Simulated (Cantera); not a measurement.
Charge: 1 mol B₂H₆, 28 mol NH₃, 11 mol H₂, equilibrated at 46.0 Pa.

Method: chemical equilibrium by Gibbs-energy minimisation in Cantera with the NASA 1993 tables (ideal gas, pure condensed phases). Candidate condensed phases: B, BN; 15 gas species. The feed counts by its element totals alone. The tables' values for BH₂ are old estimates; treat these amounts as uncertain. Rates play no part.

x: gas mole fraction; n: condensed amount in mol.

```
T (K)   x H₂       x H   x N₂       x B     x BH₂      x BH      x BN  n BN(s)  n B(s)
-----  -----  --------  -----  --------  --------  --------  --------  -------  ------
1198   0.812   7.99e-6  0.188    <1e-12  7.97e-12    <1e-12    <1e-12     2.00       0
1298   0.812         ?  0.188    <1e-12  2.50e-10    <1e-12    <1e-12     2.00       0
1398   0.811  0.000199  0.188    <1e-12   4.75e-9    <1e-12    <1e-12     2.00       0
1498   0.811  0.000722  0.188  3.06e-11   6.06e-8  1.58e-11  1.79e-12     2.00       0
1598   0.810   0.00223  0.188   1.76e-9   5.60e-7  4.93e-10  6.68e-11     2.00       0
1698   0.806   0.00605  0.188   6.27e-8   3.96e-6   1.02e-8   1.62e-9     2.00       0
1798   0.798    0.0147  0.187   1.49e-6   2.24e-5   1.50e-7   2.73e-8     2.00       0
1898   0.782    0.0322  0.185   2.55e-5  0.000104   1.64e-6   3.41e-7     1.99       0
1998   0.741         ?  0.194         ?  0.000343         ?         ?        0    1.95
2098   0.691     0.119  0.188   0.00137  0.000553   3.97e-5   1.09e-5        0    1.85
2198   0.612     0.203  0.179   0.00579  0.000803  0.000115   3.58e-5        0    1.47
2298   0.498     0.315  0.164    0.0215   0.00103  0.000287  0.000104        0  0.0452
2398   0.377     0.451  0.151    0.0209  0.000343  0.000186   7.99e-5        0       0
```

Task: Complete the blanks.

Result: 
- 1298, x H: 4.50e-5
- 1998, x H: 0.0644
- 1998, x B: 0.000280
- 1998, x BH: 1.19e-5
- 1998, x BN: 2.91e-6
